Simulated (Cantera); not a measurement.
A perfectly stirred reactor is fed with 19.2 % CH4, 80.8 % H2O, at 100000 Pa; it is held at 2125 K, and followed from long to short residence time.

Cantera simulation using GRI-Mech 3.0 (53 species, 325 reactions); the numbers are that mechanism's predictions, not measurements.

One state of this run: x CH4 = 0.000809; x H2O = 0.423; x HO2 = 4.72e-10; x CH2 = 5.51e-7; x H2 = 0.435. x: mole fraction; the columns are a selection and need not sum to one.

Question: Which value of τ (s) does it belong to?
A. 0.036
B. 12
C. 0.15
D. 0.0086

Answer: C, 0.15
